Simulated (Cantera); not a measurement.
An adiabatic, constant-volume homogeneous reactor starts with H₂ : O₂ : N₂ = 1 : 0.25 : 0.94 (molar parts), equivalence ratio 2.0, at 1525 K and 390000 Pa.

Cantera simulation using GRI-Mech 3.0 (53 species, 325 reactions); the numbers are that mechanism's predictions, not measurements. The hydrogen kinetics of GRI-Mech 3.0 are dated; newer H2 mechanisms differ, most at raised pressure. Above 3000 K some thermodynamic fits are extrapolated.

### Question
Predict: time of steepest temperature rise; temperature at 0.200 s; equilibrium temperature; x(H₂) at 0.200 s; x(O₂) at 0.200 s; x(OH) at 0.200 s; x(O) at 0.200 s; x(HO₂) at 0.200 s; x(H) at 0.200 s.

### Answer
```
Item                                                                   Value
---------------------------------  -----------------------------------------
time of steepest temperature rise                                    3.38 µs
temperature at 0.200 s                                                3077 K
equilibrium temperature                                               3077 K
x(H₂) at 0.200 s                         0.242 (gas-phase equilibrium 0.242)
x(O₂) at 0.200 s                   0.000438 (gas-phase equilibrium 0.000438)
x(OH) at 0.200 s                       0.0125 (gas-phase equilibrium 0.0125)
x(O) at 0.200 s                      0.00115 (gas-phase equilibrium 0.00115)
x(HO₂) at 0.200 s                    1.19e-6 (gas-phase equilibrium 1.19e-6)
x(H) at 0.200 s                        0.0368 (gas-phase equilibrium 0.0368)
```
